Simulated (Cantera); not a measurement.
A perfectly stirred reactor is fed with C2H6 : N2 = 1 : 5.8 (molar parts), at 0.0132 atm; it is held at 1275 K, and followed from long to short residence time.

Computed with Cantera and GRI-Mech 3.0 (53 species, 325 reactions). GRI-Mech 3.0 stops at C3 and has no aromatics, soot or wall deposition, so with more carbon than oxygen in the feed, carbon stays in small species such as C2H2 where larger ones or solid carbon would form. Radical loss at walls, strong at low pressure, is not modelled.

Task: What does this change do: temperature 1275 to 1400 K?

Result: 
```json
[
 {"quantity": "x(C2H6) at τ = 2.70 s", "before": "0.00275", "after": "0.000585"},
 {"quantity": "x(C2H2) at τ = 2.70 s", "before": "0.0771", "after": "0.0956"},
 {"quantity": "x(CH4) at τ = 2.70 s", "before": "0.0392", "after": "0.0355"},
 {"quantity": "x(H) at τ = 2.70 s", "before": "2.74e-5", "after": "8.80e-5"},
 {"quantity": "x(C2H) at τ = 2.70 s", "before": "4.90e-9", "after": "4.59e-8"},
 {"quantity": "x(C2H6) at τ = 9.30 ms", "before": "0.129", "after": "0.0702"},
 {"quantity": "x(C2H2) at τ = 9.30 ms", "before": "0.000285", "after": "0.00786"},
 {"quantity": "x(CH4) at τ = 9.30 ms", "before": "0.00336", "after": "0.0245"},
 {"quantity": "x(H) at τ = 9.30 ms", "before": "1.76e-5", "after": "9.90e-5"},
 {"quantity": "x(C2H) at τ = 9.30 ms", "before": "1.49e-10", "after": "1.55e-8"}
]
```

Task: What does this change do: N2 5.8 to 3.7 parts?

Result: 
```
quantity                  before     after
----------------------  --------  --------
x(C2H6) at τ = 2.70 s    0.00275   0.00349
x(C2H2) at τ = 2.70 s     0.0771     0.102
x(CH4) at τ = 2.70 s      0.0392    0.0541
x(H) at τ = 2.70 s       2.74e-5   2.95e-5
x(C2H) at τ = 2.70 s     4.90e-9   5.26e-9
x(C2H6) at τ = 9.30 ms     0.129     0.182
x(C2H2) at τ = 9.30 ms  0.000285  0.000523
x(CH4) at τ = 9.30 ms    0.00336   0.00588
x(H) at τ = 9.30 ms      1.76e-5   2.03e-5
x(C2H) at τ = 9.30 ms   1.49e-10  1.96e-10
```
